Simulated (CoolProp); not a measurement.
Properties of fluorine along the isotherm -116.85 °C.

The numbers come from the reference Helmholtz-energy equation of state, de Reuck 1990 in CoolProp.

| p (kPa) | phase | Z | cp (kJ/(kg K)) | cv (kJ/(kg K)) | isothermal compressibility (1/MPa) | expansivity (1/kK) |
|---|---|---|---|---|---|---|
| 1010 | gas | 0.9487 | 0.8477 | 0.5745 | 1.046 | 7.546 |
| 2020 | gas | 0.8923 | 0.9463 | 0.5966 | 0.5603 | 9.108 |
| 3020 | gas | 0.8315 | 1.081 | 0.6190 | 0.4077 | 11.31 |
| 4030 | gas | 0.7638 | 1.287 | 0.6441 | 0.3407 | 14.71 |
| 5040 | gas | 0.6875 | 1.642 | 0.6750 | 0.3164 | 20.48 |
| 6050 | supercritical | 0.5979 | 2.358 | 0.7186 | 0.3282 | 31.92 |
| 7050 | supercritical | 0.4921 | 3.927 | 0.7799 | 0.3662 | 55.58 |
| 8060 | supercritical | 0.3985 | 5.074 | 0.7966 | 0.2769 | 66.94 |
| 9070 | supercritical | 0.3692 | 3.828 | 0.7520 | 0.1280 | 42.53 |
| 10100 | supercritical | 0.3726 | 3.025 | 0.7246 | 0.07226 | 29.03 |
| 11100 | supercritical | 0.3858 | 2.616 | 0.7114 | 0.04951 | 22.53 |
| 12100 | supercritical | 0.4030 | 2.365 | 0.7045 | 0.03733 | 18.66 |
| 13100 | supercritical | 0.4220 | 2.193 | 0.7007 | 0.02983 | 16.08 |

The peak of cp marks the crossing from liquid-like to gas-like fluid above the critical point.
